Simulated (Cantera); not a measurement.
Cantera run:

```python
import numpy as np
import cantera as ct

gas_names = """
    Cu CuO Cu2 H HNO HNO2 HNO3 HO2 H2 H2O H2O2 N NH NH2 NH3 NH2OH NO NO2 NO3 N2 N2H2 N2H4 N2O O OH O2 O3
""".split()
cond_names = """
    Cu(cr) Cu(L) CuO(s) CuO2H2(s) Cu2O(s) Cu2O(L) H2O(s) H2O(L)
""".split()


# ... load() reads the species with a 1 bar reference pressure and builds the phases ...
atoms = {
    'CuO': {'Cu': 1, 'O': 1},
    'H2': {'H': 2},
    'N2': {'N': 2},
}
top_T = {'CuO(s)': 1390}  # K; cautious upper limits of use, not melting points


# ... equilibrate(T, P, feed) seeds the gas with the atoms and calls Mixture.equilibrate('TP', solver="vcs", rtol=1e-11, max_steps=5000) ...
results = []
feed = {'CuO': 1, 'H2': 670, 'N2': 39}  # mol
T = 2173.15  # K
P = 13332.2  # Pa
mix = equilibrate(T, P, feed)
results.append((T, P, feed, dict(zip(mix.species_names, mix.species_moles))))
print(gas.report(threshold=1e-05))
for i in range(1, mix.n_phases):
    print(f"{mix.phase(i).name:16s} {mix.phase_moles(i):12.5e} mol")
```

It prints:

```
       temperature   2173.2 K
          pressure   13332 Pa
           density   0.0026051 kg/m^3
  mean mol. weight   3.5306 kg/kmol
   phase of matter   gas

                          1 kg             1 kmol
                     ---------------   ---------------
          enthalpy        1.7506e+07        6.1806e+07  J
   internal energy        1.2388e+07        4.3738e+07  J
           entropy             60538        2.1374e+05  J/K
    Gibbs function       -1.1405e+08       -4.0267e+08  J
 heat capacity c_p            9820.7             34673  J/K
 heat capacity c_v            7465.7             26358  J/K

                      mass frac. Y      mole frac. X     chem. pot. / RT
                     ---------------   ---------------   ---------------
                Cu          0.025185         0.0013993           -12.722
                 H         0.0036416          0.012755           -10.918
                H2           0.53096           0.92987           -21.836
               H2O         0.0071275         0.0013968           -49.814
                N2           0.43306          0.054579           -32.147
     [  +22 minor]        1.8457e-05        3.1807e-06

Cu(L)             0.00000e+00 mol
Cu2O(L)           0.00000e+00 mol
```

Method: chemical equilibrium by Gibbs-energy minimisation in Cantera with the NASA 1993 tables (ideal gas, pure condensed phases).
